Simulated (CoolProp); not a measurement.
Vapour-liquid equilibrium of propane (1) + R114 (2) at 0.958 MPa; x and y are mole fractions of (1).

The numbers come from the multi-fluid Helmholtz-energy mixture model, Lemmon 2009 and Platzer 1990; pair parameters Bell 2016 in CoolProp. This equation is an older, rougher fit; its heat capacities, sound speeds and derivatives of the liquid may be far off and weren't checked against measurements.

| x | bubble temperature (°C) | y at the bubble point | dew temperature at overall composition x (°C) | liquid density (mol/L) |
|---|---|---|---|---|
| 0.05 | 75.5 | 0.139 | 79.3 | 7.550 |
| 0.125 | 67.8 | 0.310 | 76.1 | 7.839 |
| 0.2 | 61.2 | 0.443 | 72.9 | 8.114 |
| 0.275 | 55.5 | 0.547 | 69.5 | 8.379 |
| 0.35 | 50.7 | 0.629 | 65.9 | 8.638 |
| 0.425 | 46.5 | 0.696 | 62.1 | 8.896 |
| 0.5 | 42.8 | 0.751 | 58.1 | 9.154 |
| 0.575 | 39.5 | 0.799 | 53.9 | 9.418 |
| 0.65 | 36.6 | 0.841 | 49.4 | 9.690 |
| 0.725 | 33.8 | 0.878 | 44.6 | 9.973 |
| 0.8 | 31.3 | 0.913 | 39.4 | 10.27 |
| 0.875 | 29.0 | 0.947 | 34.1 | 10.59 |
| 0.95 | 26.7 | 0.979 | 28.7 | 10.92 |

No azeotrope shows between x = 0.05 and 0.95.

Pair parameters are fitted to limited data, so mixtures are less certain than the pure fluids.
